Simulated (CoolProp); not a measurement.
Values from CoolProp's reference Helmholtz-energy equation of state, McLinden 2020.

Problem. For R1336mzz(Z), give the phase and the density (kg/m³), cv (kJ/(kg K)), isothermal compressibility (1/MPa), expansivity (1/kK) at 251.1 K and 17000 kPa; 439 K and 17000 kPa.

Solution. 
- 251.1 K and 17000 kPa: liquid; density 1510, cv 0.824, isothermal compressibility 0.00113, expansivity 1.39
- 439 K and 17000 kPa: liquid; density 1080, cv 1.07, isothermal compressibility 0.00753, expansivity 2.38
